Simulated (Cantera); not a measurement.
An isothermal, constant-pressure homogeneous reactor starts with 1.28 % CH4, 98.7 % H2, 0.0424 % N2, at 1800 K and 0.270 bar.

Model: GRI-Mech 3.0 (53 species, 325 reactions), integrated in Cantera. GRI-Mech 3.0 stops at C3 and has no aromatics, soot or wall deposition, so with more carbon than oxygen in the feed, carbon stays in small species such as C2H2 where larger ones or solid carbon would form.

x: mole fraction; the columns are a selection and need not sum to one.

| t (s) | x CH4 | x H2 | x C2H | x CH2 | x CH3 | x C2H4 | x C2H6 |
|---|---|---|---|---|---|---|---|
| 2.00e-6 | 0.0128 | 0.987 | <1e-12 | <1e-12 | 3.97e-7 | <1e-12 | <1e-12 |
| 8.89e-6 | 0.0128 | 0.987 | <1e-12 | 4.25e-12 | 1.23e-6 | 4.36e-12 | 6.00e-12 |
| 3.95e-5 | 0.0128 | 0.987 | <1e-12 | 8.40e-11 | ? | 2.99e-10 | 3.04e-10 |
| 0.000175 | 0.0128 | 0.987 | <1e-12 | 1.66e-9 | 1.98e-5 | 2.46e-8 | 1.34e-8 |
| 0.000780 | 0.0127 | 0.986 | 1.54e-12 | 2.78e-8 | 8.06e-5 | 1.72e-6 | 2.44e-7 |
| 0.00346 | 0.0125 | 0.986 | 3.99e-10 | 1.20e-7 | 0.000167 | 1.18e-5 | 8.02e-7 |
| 0.0154 | 0.0116 | 0.987 | 3.11e-9 | 1.18e-7 | 0.000159 | 1.35e-5 | 7.15e-7 |
| 0.0684 | 0.00873 | 0.988 | 1.16e-8 | 9.04e-8 | 0.000121 | 1.79e-5 | 4.12e-7 |
| 0.304 | 0.00420 | 0.990 | 2.54e-8 | 4.50e-8 | 5.86e-5 | 2.74e-5 | 9.98e-8 |
| 1.35 | ? | 0.992 | 3.36e-8 | ? | ? | 3.44e-5 | ? |
| 6.00 | 0.00116 | 0.992 | 3.48e-8 | 1.28e-8 | 1.63e-5 | 3.55e-5 | 1.23e-8 |

Q: What belongs in the gaps?

A: 
- 3.95e-5, x CH3: 4.66e-6
- 1.35, x CH4: 0.00155
- 1.35, x CH2: 1.70e-8
- 1.35, x CH3: 2.18e-5
- 1.35, x C2H6: 1.79e-8
